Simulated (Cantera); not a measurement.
An adiabatic, constant-volume homogeneous reactor starts with H₂ : O₂ : N₂ = 1 : 0.385 : 1.45 (molar parts), equivalence ratio 1.3, at 1275 K and 195 Torr. Integrator tolerance rtol = 1e-08.

Detailed kinetics in Cantera: GRI-Mech 3.0 (53 species, 325 reactions).

What does this change do: H2 1 to 1.6 parts?


```
quantity                                                            before                                      after
---------------------------------  ---------------------------------------  -----------------------------------------
time of steepest temperature rise                                 0.118 ms                                   0.130 ms
temperature at 4.00 s                                               2834 K                                     2753 K
equilibrium temperature                                             2834 K                                     2753 K
x(H₂) at 4.00 s                        0.107 (gas-phase equilibrium 0.107)        0.249 (gas-phase equilibrium 0.249)
x(O₂) at 4.00 s                    0.00624 (gas-phase equilibrium 0.00624)  0.000544 (gas-phase equilibrium 0.000544)
x(H₂O) at 4.00 s                       0.246 (gas-phase equilibrium 0.246)        0.228 (gas-phase equilibrium 0.228)
x(NO) at 4.00 s                    0.00562 (gas-phase equilibrium 0.00562)    0.00134 (gas-phase equilibrium 0.00134)
x(NO₂) at 4.00 s                   4.59e-7 (gas-phase equilibrium 4.59e-7)    3.43e-8 (gas-phase equilibrium 3.43e-8)
x(N₂O) at 4.00 s                   1.93e-7 (gas-phase equilibrium 1.93e-7)    4.11e-8 (gas-phase equilibrium 4.11e-8)
x(O) at 4.00 s                     0.00679 (gas-phase equilibrium 0.00679)    0.00147 (gas-phase equilibrium 0.00147)
```

What does this change do: pressure from 195 Torr to 2700 Torr?


| quantity | before | after |
|---|---|---|
| time of steepest temperature rise | 0.118 ms | 9.91 µs |
| temperature at 4.00 s | 2834 K | 3099 K |
| equilibrium temperature | 2834 K | 3099 K |
| x(H₂) at 4.00 s | 0.107 (gas-phase equilibrium 0.107) | 0.105 (gas-phase equilibrium 0.105) |
| x(O₂) at 4.00 s | 0.00624 (gas-phase equilibrium 0.00624) | 0.00320 (gas-phase equilibrium 0.00320) |
| x(H₂O) at 4.00 s | 0.246 (gas-phase equilibrium 0.246) | 0.266 (gas-phase equilibrium 0.266) |
| x(NO) at 4.00 s | 0.00562 (gas-phase equilibrium 0.00562) | 0.00564 (gas-phase equilibrium 0.00564) |
| x(NO₂) at 4.00 s | 4.59e-7 (gas-phase equilibrium 4.59e-7) | 1.05e-6 (gas-phase equilibrium 1.05e-6) |
| x(N₂O) at 4.00 s | 1.93e-7 (gas-phase equilibrium 1.93e-7) | 7.64e-7 (gas-phase equilibrium 7.64e-7) |
| x(O) at 4.00 s | 0.00679 (gas-phase equilibrium 0.00679) | 0.00320 (gas-phase equilibrium 0.00320) |
The hydrogen kinetics of GRI-Mech 3.0 are dated; newer H2 mechanisms differ, most at raised pressure. Above 3000 K some thermodynamic fits are extrapolated.
